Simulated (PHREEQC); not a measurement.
Make-up at 25 °C: 0.22 mol NaHCO3 and 0.00034 mol KOH per kg of water. Closed to the air; pH follows from the charge balance.

Computed with PHREEQC (Pitzer model, pitzer.dat).

Each row changes one thing in this solution. This is a speciation only: nothing precipitates in the calculation.

```csv
case,pH,ionic strength (mol/kgw),HCO3- (mol/kgw),CO3-2 (mol/kgw),CO2 (mol/kgw),SI of Nahcolite (NaHCO3),SI of Natron (Na2CO3:10H2O)
as made,7.98,0.224,0.212,0.00404,0.00370,-1.19,-3.97
KOH left out,7.96,0.224,0.212,0.00387,0.00387,-1.19,-3.99
KOH replaced by KHCO3 at the same molality,7.96,0.224,0.213,0.00387,0.00387,-1.19,-3.99
0.061 mol/kgw NaOH added,…,0.343,0.159,0.0614,0.000112,-1.27,-2.61
NaHCO3 from 0.22 to 0.33 mol/kgw,7.92,0.337,0.318,0.00611,0.00577,-0.90,-3.60
KOH from 0.00034 to 0.0034 mol/kgw,8.15,0.229,0.212,0.00588,0.00249,-1.19,-3.80
NaHCO3 from 0.22 to 0.242 mol/kgw,7.96,0.247,0.233,0.00445,0.00411,-1.12,-3.88
diluted 2-fold with water,…,0.112,0.106,0.00189,0.00173,-1.70,-4.64
```

### Question
Complete the blanks.

### Answer

- 0.061 mol/kgw NaOH added, pH: 9.33
- diluted 2-fold with water, pH: 8.06
